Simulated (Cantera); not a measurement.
A freely propagating, adiabatic, planar premixed flame of CH₄ : H₂ : O₂ : N₂ = 1 : 0.21 : 1.75 : 6.6 (molar parts), equivalence ratio 1.2, unburnt at 475 K and 1.00 atm; mixture-averaged transport, grid criteria slope 0.08 and curve 0.16, no radiation.

Cantera simulation using GRI-Mech 3.0 (53 species, 325 reactions); the numbers are that mechanism's predictions, not measurements. Burning velocities carry a grid error of a few per cent, more on coarse grids.

### Question
How do the results move with these cheaper or finer settings: unity-Lewis-number transport; multicomponent transport; multicomponent+Soret transport; grid criteria slope 0.5, curve 1; grid criteria slope 0.25, curve 0.5; grid criteria slope 0.03, curve 0.06?

### Answer
| setting | laminar burning velocity | thermal thickness | peak x(H) | grid points | grid points |
|---|---|---|---|---|---|
| as above | 87.0 cm/s | 0.350 mm | 0.0110 | 149 | 149 |
| unity-Lewis-number transport | 56.0 cm/s | 0.454 mm | 0.0129 | 147 | 147 |
| multicomponent transport | 86.9 cm/s | 0.355 mm | 0.0110 | 149 | 149 |
| multicomponent+Soret transport | 86.5 cm/s | 0.351 mm | 0.0111 | 152 | 152 |
| grid criteria slope 0.5, curve 1 | 92.9 cm/s | 0.384 mm | 0.0114 | 40 | 40 |
| grid criteria slope 0.25, curve 0.5 | 89.3 cm/s | 0.364 mm | 0.0111 | 63 | 63 |
| grid criteria slope 0.03, curve 0.06 | 85.6 cm/s | 0.348 mm | 0.0108 | 360 | 360 |
The base run took about 10 core-seconds (a rough figure).
Unity Lewis numbers drop preferential diffusion, which matters most where H2 and H carry the flame; Soret adds thermal diffusion.
